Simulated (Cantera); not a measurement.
A closed system holds: 1 mol SiC, 1.1 mol N₂O, 8.6 mol H₂, 0.27 mol O₂, held at 725 °C and 0.100 bar.

Equilibrium computed with Cantera from the NASA thermochemical tables; the gas is ideal and each condensed phase is pure. Candidate condensed phases: C, C₆H₆, C₇H₈, C₈H₁₈, H₂O, Si, SiC, SiO₂, Si₂N₂O, Si₃N₄; 151 gas species. Rates play no part.

Base state: H₂ 0.889, N₂ 0.103, CH₄ 0.00771, CO 0.000789, H₂O 2.86e-5, NH₃ 1.58e-5 (mole fractions); condensed: C(graphite) + SiO₂(β-quartz) + Si₂N₂O(s).

What changes in the equilibrium state with this change: pressure from 0.100 bar to 4.60 bar?


| species | before | after |
|---|---|---|
| H₂ | 0.889 | 0.769 |
| CH₄ | 0.00771 | 0.117 |
| N₂ | 0.103 | 0.114 |
| NH₃ | 1.58e-5 | 0.000617 |
| CO | 0.000789 | 2.79e-5 |
| C(graphite), mol | 0.919 | 0 |
| SiO₂(β-quartz), mol | 0.755 | 0.759 |
| Si₂N₂O(s), mol | 0.123 | 0.120 |
